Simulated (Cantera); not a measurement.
A closed system holds: 1 mol AlN, 1.9 mol HCl, 0.71 mol H2, at 875 °C and 0.210 Torr.

Method: chemical equilibrium by Gibbs-energy minimisation in Cantera with the NASA 1993 tables (ideal gas, pure condensed phases). Candidate condensed phases: Al, AlCl3, AlN, NH4Cl; 20 gas species. The tables' values for AlCl2 are old estimates; treat these amounts as uncertain. The numbers say what is thermodynamically allowed, not how fast it happens.

Base state: H2 0.572, AlCl3 0.199, HCl 0.127, N2 0.100, AlCl2 0.00101, AlCl 0.000229 (mole fractions); condensed: AlN(s).

**Question.** What changes in the equilibrium state with this change: temperature from 875 °C to 1625 °C?

**Answer.** 
| species | before | after |
|---|---|---|
| H2 | 0.572 | 0.330 |
| AlCl | 0.000229 | 0.261 |
| HCl | 0.127 | 0.220 |
| AlCl3 | 0.199 | 0.00109 |
| Cl | 6.38e-7 | 0.0135 |
| H | 3.25e-6 | 0.0268 |
| AlCl2 | 0.00101 | 0.0108 |
| N2 | 0.100 | 0.137 |
| Al | <1e-9 | 0.000485 |
| AlN(s), mol | 0.476 | 0 |
